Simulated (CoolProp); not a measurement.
Saturation properties of ammonia (Tc = 405.6 K, pc = 11360 kPa, ω = 0.256).

The numbers come from the reference Helmholtz-energy equation of state, Gao 2020 in CoolProp.

| T (K) | p (kPa) | vapour density (kg/m³) | enthalpy of vaporisation (kJ/kg) | liquid viscosity (µPa s) | vapour viscosity (µPa s) | liquid conductivity (mW/(m K)) |
|---|---|---|---|---|---|---|
| 288.9 | 746.5 | 5.862 | 1203 | 144 | 9.54 | 513 |
| 292.6 | 842.1 | 6.585 | 1189 | 139 | 9.66 | 502 |
| 296.3 | 946.8 | 7.377 | 1173 | 134 | 9.78 | 491 |
| 300 | 1061 | 8.244 | 1158 | 129 | 9.89 | 481 |
| 303.7 | 1186 | … | 1142 | 125 | 10.0 | 470 |
| 307.4 | 1321 | 10.23 | 1126 | 121 | 10.1 | 460 |
| 311.1 | 1468 | 11.36 | 1109 | … | 10.3 | 450 |
| 314.8 | 1627 | 12.59 | 1092 | 112 | 10.4 | 439 |
| 318.5 | 1798 | 13.92 | 1074 | 109 | 10.5 | 429 |
| 322.2 | 1983 | 15.38 | 1056 | 105 | 10.6 | 419 |
| 325.9 | 2182 | 16.96 | 1037 | 101 | 10.8 | 409 |
| 329.6 | 2395 | 18.69 | 1017 | 97.7 | 10.9 | 399 |
| 333.3 | 2624 | 20.56 | 997.0 | 94.4 | 11.1 | 389 |
| 337 | 2869 | 22.60 | 976.0 | 91.1 | … | 379 |

What belongs in the gaps?


- 303.7, vapour density (kg/m³): 9.192
- 311.1, liquid viscosity (µPa s): 116
- 337, vapour viscosity (µPa s): 11.2

It boils at 239.8 K under 1 atm.

Viscosity comes from a separate model (Fenghour 1995). Thermal conductivity comes from a separate model (Tufeu 1984).
